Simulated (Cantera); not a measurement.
Mixture: C3H8 : O2 : N2 = 1 : 2.94 : 11.1 (molar parts), at 7500 Torr, adiabatic and at constant volume. Ignition delay is the time to a rise of 400 K.

Computed with Cantera and GRI-Mech 3.0 (53 species, 325 reactions). GRI-Mech 3.0 was tuned for natural gas; its chemistry of propane as a main component is partial and can be far from experiment.

Predict: delay at 1150 K; delay at 1250 K; delay at 1350 K; delay at 1450 K; delay at 1550 K; apparent activation energy between 1500 and 1600 K.


```json
{
 "delay at 1150 K": "4.32 ms",
 "delay at 1250 K": "0.678 ms",
 "delay at 1350 K": "0.130 ms",
 "delay at 1450 K": "32.8 µs",
 "delay at 1550 K": "11.0 µs",
 "apparent activation energy between 1500 and 1600 K": "190 kJ/mol"
}
```
